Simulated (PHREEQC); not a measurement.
# Cooling-tower water: speciation

Model water analysis in mg/L, 25 °C, pH 6.68, pe 9.3:

| constituent | mg/L |
|---|---|
| Na | 155 |
| K | 40.6 |
| Ca | 87.2 |
| Mg | 13.3 |
| Cl | 224 |
| S(6) as SO4 | 314 |
| Alkalinity as HCO3 | 22.7 |
| Sr | 1.34 |
| O(0) (dissolved oxygen) | 0.137 |
| Cd | 41.6 |
| Si as SiO2 | 15.5 |

Valence states are taken as typed.

Equilibrium calculation in PHREEQC: ion-association model, phreeqc.dat.

No solid was allowed to form.

Q: Predict the ionic strength, charge-balance error.

A: ionic strength 0.0177 mol/kgw; charge-balance error 3.1 %.

Q: In which forms is Mg present?

A: Mg+2 81 %, MgSO4 19 % of the Mg.

Examples of supersaturated solids here: Otavite, Quartz (slow to form). Others may be too.
